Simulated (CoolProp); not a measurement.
Vapour-liquid equilibrium of CH2F2 (R32) (1) + R227EA (2) at 173.5 K; x and y are mole fractions of (1).

Values from CoolProp's multi-fluid Helmholtz-energy mixture model, Tillner-Roth 1997 and Lemmon 2016; pair parameters Bell 2016.

Problem. Give the bubble pressure and the first vapour's composition at x = 0.05, 0.5, 0.65. Is there an azeotrope?

Solution. x = 0.05: 0.6510 kPa, y = 0.562; x = 0.5: 2.906 kPa, y = 0.939; x = 0.65: 3.217 kPa, y = 0.953. No azeotrope shows between x = 0.05 and 0.95.

Pair parameters are fitted to limited data, so mixtures are less certain than the pure fluids. With so large a gap from Raoult's law the liquid may split in two, which this calculation doesn't test in full.
